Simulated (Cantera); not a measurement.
Charge: 1 mol CHF₃, 0.37 mol F₂, held at 2.70 Pa.

Method: chemical equilibrium by Gibbs-energy minimisation in Cantera with the NASA 1993 tables (ideal gas, pure condensed phases). Candidate condensed phases: C, C₆H₆, C₇H₈, C₈H₁₈; 110 gas species. Ions and electrons are included (thermal ionisation). Rates play no part.

Problem. At 3000 K, list the 5 most abundant gas species with their mole fractions, and the condensed phases.

Solution. F 0.655, H 0.163, C 0.145, HF 0.0187, C₂ 0.00705. Condensed: gas only.
